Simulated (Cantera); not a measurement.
Input (Python, Cantera):

```python
import numpy as np
import cantera as ct

gas = ct.Solution("gri30.yaml", transport_model="multicomponent")
show = ['CH4', 'O', 'NH3']

rows = []
print(f"{'T/K':>7s}{'rho':>11s}{'cp':>10s}{'mu':>11s}{'lambda':>11s}{'Pr':>7s}" + "".join(f"{'D_' + s:>11s}" for s in show))
for T in [400, 500, 600, 700, 800, 900, 1000, 1100]:
    gas.TPX = T, 140, {'CO2': 0.64, 'NO': 0.72}
    Pr = gas.cp_mass * gas.viscosity / gas.thermal_conductivity
    D = [gas.mix_diff_coeffs_mole[gas.species_index(s)] for s in show]
    rows.append([gas.density, gas.cp_mass, gas.viscosity, gas.thermal_conductivity, Pr, *D])
    print(f"{T:7g}{gas.density:11.4e}{gas.cp_mass:10.1f}{gas.viscosity:11.4e}"
          f"{gas.thermal_conductivity:11.4e}{Pr:7.3f}" + "".join(f"{d:11.4e}" for d in D))
print("SI units: kg/m3, J/kg/K, Pa s, W/m/K, m2/s")
```

Result:

```
    T/K        rho        cp         mu     lambda     Pr      D_CH4        D_O      D_NH3
    400 1.5405e-03     964.3 2.1323e-05 2.8887e-02  0.712 2.3812e-02 3.4296e-02 2.3496e-02
    500 1.2324e-03    1014.9 2.5450e-05 3.6071e-02  0.716 3.5365e-02 5.0488e-02 3.5917e-02
    600 1.0270e-03    1060.8 2.9218e-05 4.3125e-02  0.719 4.8596e-02 6.8974e-02 5.0406e-02
    700 8.8029e-04    1101.0 3.2711e-05 4.9997e-02  0.720 6.3382e-02 8.9600e-02 6.6788e-02
    800 7.7025e-04    1135.5 3.5988e-05 5.6643e-02  0.721 7.9632e-02 1.1224e-01 8.4925e-02
    900 6.8467e-04    1164.7 3.9087e-05 6.3046e-02  0.722 9.7270e-02 1.3681e-01 1.0471e-01
   1000 6.1620e-04    1190.2 4.2039e-05 6.9245e-02  0.723 1.1624e-01 1.6322e-01 1.2605e-01
   1100 5.6018e-04    1209.9 4.4866e-05 7.5095e-02  0.723 1.3648e-01 1.9140e-01 1.4888e-01
SI units: kg/m3, J/kg/K, Pa s, W/m/K, m2/s
```

Computed with Cantera and GRI-Mech 3.0 (53 species, 325 reactions). The composition is frozen, though it would react at the higher temperatures.
